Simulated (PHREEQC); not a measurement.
Dissolve 0.029 mol NiCl2, 0.00037 mol H3BO3 and 0.061 mol HCl per kg of water at 25 °C. Closed to the air; pH follows from the charge balance.

Computed with PHREEQC (ion-association model, wateq4f.dat).

```
quantity           before     after
---------------  --------  --------
pH                   1.30      1.59
Ni+2 (mol/kgw)     0.0260    0.0136
NiCl+ (mol/kgw)   0.00247  0.000805
NiCl2 (mol/kgw)  0.000563  0.000106
NiOH+ (mol/kgw)  3.20e-11  3.75e-11
```

### Question
Which change was made?
A. H3BO3 from 0.00037 to 0.00185 mol/kgw
B. HCl from 0.061 to 0.0549 mol/kgw
C. temperature from 25 to 50 °C
D. diluted 2-fold with water
E. H3BO3 replaced by Pb(BF4)2 at the same molality

### Answer
D, diluted 2-fold with water

No solid was allowed to form.
